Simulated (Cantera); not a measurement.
Charge: 1 mol CuO, 2 mol C, 0.63 mol H2, at 2048 K and 13.3 mbar.

Method: chemical equilibrium by Gibbs-energy minimisation in Cantera with the NASA 1993 tables (ideal gas, pure condensed phases). Candidate condensed phases: C, C6H6, C7H8, C8H18, Cu, CuO, Cu(OH)2, Cu2O, H2O; 113 gas species. Rates play no part.

Base state: CO 0.379, Cu 0.376, H2 0.234, H 0.00938, Cu2 0.00137, C2H2 (acetylene) 0.000245 (mole fractions); condensed: C(graphite).

Question: What changes in the equilibrium state with this change: temperature from 2048 K to 1800 K?

Answer: 
| species | before | after |
|---|---|---|
| CO | 0.379 | 0.588 |
| H2 | 0.234 | 0.369 |
| Cu | 0.376 | 0.0406 |
| Cu2 | 0.00137 | 7.79e-5 |
| H | 0.00938 | 0.00188 |
| C2H2 (acetylene) | 0.000245 | 6.48e-5 |
| C(graphite), mol | 0.999 | 1.000 |
| Cu(l), mol | 0 | 0.931 |
